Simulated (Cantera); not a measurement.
A freely propagating, adiabatic, planar premixed flame of 48.0 % H₂, 10.9 % O₂, 41.1 % N₂, equivalence ratio 2.2, unburnt at 348 K and 0.220 bar; mixture-averaged transport, grid criteria slope 0.08 and curve 0.16, no radiation.

Detailed kinetics in Cantera: the H2/O2 subset of GRI-Mech 3.0, which has no nitrogen chemistry. Burning velocities carry a grid error of a few per cent, more on coarse grids.

### Question
Predict: laminar burning velocity; thermal thickness; peak x(H); peak x(O); peak x(HO₂).

### Answer
- laminar burning velocity = 311 cm/s
- thermal thickness = 2.72 mm
- peak x(H) = 0.0965
- peak x(O) = 0.00302
- peak x(HO₂) = 0.000157
